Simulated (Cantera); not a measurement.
Charge: 1 mol SiHCl3, 0.28 mol NH3, 14 mol N2, held at 0.0480 bar.

These are equilibrium values from Cantera (NASA tables, ideal gas, pure condensed phases), not measurements of a reactor. Candidate condensed phases: NH4Cl, Si, Si3N4; 28 gas species. The tables' values for SiCl3, SiCl, SiN are old estimates; treat these amounts as uncertain. Rates play no part.

x: gas mole fraction; n: condensed amount in mol.

| T (°C) | x N2 | x HCl | x SiCl2 | x SiCl4 | x H2 | x SiCl3 | x Cl | n Si3N4(s) |
|---|---|---|---|---|---|---|---|---|
| 550 | 0.874 | 0.0779 | 2.91e-10 | 0.0282 | 0.0195 | 3.02e-7 | 1.91e-11 | 0.186 |
| 650 | 0.873 | 0.0827 | 2.53e-8 | 0.0269 | 0.0171 | 4.11e-6 | 6.82e-10 | 0.192 |
| 750 | 0.872 | 0.0862 | 9.06e-7 | 0.0260 | 0.0153 | 3.34e-5 | 1.22e-8 | 0.196 |
| 850 | 0.872 | 0.0889 | 1.69e-5 | 0.0252 | 0.0139 | 0.000185 | 1.30e-7 | 0.200 |
| 950 | 0.871 | 0.0908 | 0.000193 | 0.0241 | 0.0129 | 0.000763 | 9.46e-7 | 0.201 |
| 1050 | 0.870 | 0.0918 | (withheld) | (withheld) | 0.0123 | 0.00241 | (withheld) | 0.197 |
| 1150 | 0.867 | 0.0906 | (withheld) | (withheld) | 0.0125 | 0.00557 | (withheld) | (withheld) |
| 1250 | 0.862 | 0.0846 | 0.0235 | 0.00764 | 0.0147 | 0.00776 | 5.92e-5 | 0.123 |
| 1350 | 0.857 | 0.0718 | 0.0433 | 0.00178 | 0.0202 | 0.00576 | 0.000125 | 0.0552 |
| 1450 | 0.855 | 0.0566 | 0.0570 | 0.000312 | 0.0273 | 0.00308 | 0.000221 | 0 |
| 1550 | 0.854 | 0.0577 | 0.0581 | 0.000113 | 0.0266 | 0.00206 | 0.000534 | 0 |
| 1650 | 0.854 | 0.0581 | 0.0586 | 4.38e-5 | 0.0262 | 0.00141 | 0.00116 | 0 |
| 1750 | 0.852 | 0.0579 | 0.0585 | 1.83e-5 | 0.0258 | 0.000981 | 0.00232 | 0 |
| 1850 | 0.850 | 0.0576 | 0.0576 | 8.23e-6 | 0.0252 | 0.000701 | 0.00437 | 0 |

### Question
Fill in the missing entries.

### Answer

- 1050, x SiCl2: 0.00146
- 1050, x SiCl4: 0.0219
- 1050, x Cl: 5.03e-6
- 1150, x SiCl2: 0.00745
- 1150, x SiCl4: 0.0165
- 1150, x Cl: 2.02e-5
- 1150, n Si3N4(s): 0.176
